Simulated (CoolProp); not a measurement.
Cyclopropane at several states: density (kg/m³) from the reference equation and from simpler models built on Tc = 125.5 °C, pc = 56.05 bar, ω = 0.131; each cubic takes its own stable root.

Model: reference Helmholtz-energy equation of state, Polt 1992, in CoolProp. This equation is an older, rougher fit; its heat capacities, sound speeds and derivatives of the liquid may be far off and weren't checked against measurements.

| T (°C) | p (bar) | phase | reference |
|---|---|---|---|
| 159.45 | 0.377 | gas | 0.4419 |
| 193.65 | 3.38 | gas | 3.714 |
| 39.85 | 2.71 | gas | 4.554 |
| 191.15 | 280 | supercritical | 447.0 |
| 133.25 | 0.31 | gas | 0.3868 |

How far does each simpler model (ideal gas, van der Waals, Soave-Redlich-Kwong, Peng-Robinson) lie from the reference over these 5 states: mean and median of the absolute difference, and the worst?


- ideal gas: mean 7.4 %, median 1.3 %, worst -31.7 % at 191.15 °C and 280 bar
- van der Waals: mean 4.3 %, median 0.1 %, worst -20.4 % at 191.15 °C and 280 bar
- Soave-Redlich-Kwong: mean 1.6 %, median 0.1 %, worst -7.8 % at 191.15 °C and 280 bar
- Peng-Robinson: mean 0.3 %, median 0.1 %, worst +1.2 % at 191.15 °C and 280 bar
